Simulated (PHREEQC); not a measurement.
**Brine: an equilibrium model**

Consider water at 25 °C with 3.6 mol NaCl, 0.031 mol BaCl2 and 3.4e-05 mol H4SiO4 per kg of water. Closed to the air; pH follows from the charge balance.

All values are PHREEQC results (Pitzer model, pitzer.dat), not measurements.

Each row changes one thing in this solution. This is a speciation only: nothing precipitates in the calculation.

```json
[
 {"case": "as made", "pH": "6.44", "SI of Halite (NaCl)": "-0.70"},
 {"case": "temperature from 25 to 30 °C", "pH": "6.38", "SI of Halite (NaCl)": "-0.71"},
 {"case": "H4SiO4 left out", "pH": "6.62", "SI of Halite (NaCl)": "-0.70"},
 {"case": "H4SiO4 from 3.4e-05 to 1.7e-05 mol/kgw", "pH": "6.51", "SI of Halite (NaCl)": "-0.70"},
 {"case": "NaCl from 3.6 to 1.8 mol/kgw", "pH": "6.66", "SI of Halite (NaCl)": "-1.41"},
 {"case": "BaCl2 from 0.031 to 0.0031 mol/kgw", "pH": "6.44", "SI of Halite (NaCl)": "-0.71"},
 {"case": "diluted 2-fold with water", "pH": "6.72", "SI of Halite (NaCl)": "-1.42"},
 {"case": "2.8 mol/kgw HBr added", "pH": "-1.65", "SI of Halite (NaCl)": "-0.10"}
]
```

Species that the database lacks are ignored. In brines, pH and single-ion activities rest on the MacInnes convention.
